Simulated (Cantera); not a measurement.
A freely propagating, adiabatic, planar premixed flame of 30.5 % H2, 10.9 % O2, 52.2 % N2, 6.41 % H2O, equivalence ratio 1.4, unburnt at 698 K and 1.00 bar; mixture-averaged transport, grid criteria slope 0.08 and curve 0.16, no radiation.

Cantera simulation using the H2/O2 subset of GRI-Mech 3.0, which has no nitrogen chemistry; the numbers are that mechanism's predictions, not measurements. Burning velocities carry a grid error of a few per cent, more on coarse grids.

Problem. Predict: laminar burning velocity; thermal thickness; peak x(H2O2); peak x(OH); peak x(H).

Solution. 
| Property | Value |
|---|---|
| laminar burning velocity | 879 cm/s |
| thermal thickness | 0.492 mm |
| peak x(H2O2) | 7.74e-6 |
| peak x(OH) | 0.00991 |
| peak x(H) | 0.0627 |
